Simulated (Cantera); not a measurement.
A freely propagating, adiabatic, planar premixed flame of 26.3 % H₂, 15.5 % O₂, 58.1 % N₂, 0.105 % H₂O, unburnt at 600 K and 5.00 bar; mixture-averaged transport, grid criteria slope 0.08 and curve 0.16, no radiation.

Model: the H2/O2 subset of GRI-Mech 3.0, which has no nitrogen chemistry, integrated in Cantera. The hydrogen kinetics of GRI-Mech 3.0 are dated; newer H2 mechanisms differ, most at raised pressure. Burning velocities carry a grid error of a few per cent, more on coarse grids.

x: mole fraction of selected species; z is measured from the peak of heat release.

| z (mm) | T (K) | u (m/s) | x H₂ | x O₂ | x OH | x HO₂ | x O | x H₂O |
|---|---|---|---|---|---|---|---|---|
| -0.173 | 600 | 5.62 | 0.263 | 0.155 | <1e-8 | <1e-8 | <1e-8 | 0.00105 |
| -0.116 | 600 | 5.62 | 0.263 | 0.155 | <1e-8 | <1e-8 | <1e-8 | 0.00105 |
| -0.0867 | 600 | 5.62 | 0.263 | 0.155 | <1e-8 | 1.49e-7 | <1e-8 | 0.00105 |
| -0.0578 | 601 | 5.61 | 0.261 | 0.155 | <1e-8 | 2.76e-6 | 4.42e-8 | 0.00107 |
| -0.0289 | … | 5.94 | 0.241 | 0.158 | … | … | … | … |
| -0.0145 | 933 | 8.22 | 0.193 | 0.150 | 0.00106 | 0.000765 | 0.000387 | 0.0346 |
| 0 | 1380 | 11.8 | 0.118 | 0.114 | 0.00391 | 0.000379 | 0.00349 | 0.114 |
| 0.0145 | 1702 | 14.4 | 0.0585 | 0.0702 | 0.00983 | 0.000188 | 0.00765 | 0.191 |
| 0.0289 | 1880 | 15.9 | 0.0351 | 0.0491 | 0.0144 | 0.000107 | 0.00907 | 0.226 |
| 0.0578 | 2061 | 17.2 | 0.0242 | 0.0383 | 0.0171 | 5.79e-5 | 0.00782 | 0.247 |
| 0.116 | 2217 | 18.4 | 0.0178 | 0.0339 | 0.0164 | 3.13e-5 | 0.00507 | 0.262 |
| 0.231 | 2335 | 19.2 | 0.0114 | 0.0309 | 0.0139 | 1.66e-5 | 0.00286 | 0.276 |
| 0.463 | 2405 | 19.7 | … | 0.0293 | … | … | … | 0.285 |

Q: Some entries are withheld; supply them.

A: 
- -0.0289, T (K): 650
- -0.0289, x OH: 4.62e-5
- -0.0289, x HO₂: 0.000513
- -0.0289, x O: 1.12e-5
- -0.0289, x H₂O: 0.00399
- 0.463, x H₂: 0.00670
- 0.463, x OH: 0.0111
- 0.463, x HO₂: 9.99e-6
- 0.463, x O: 0.00157
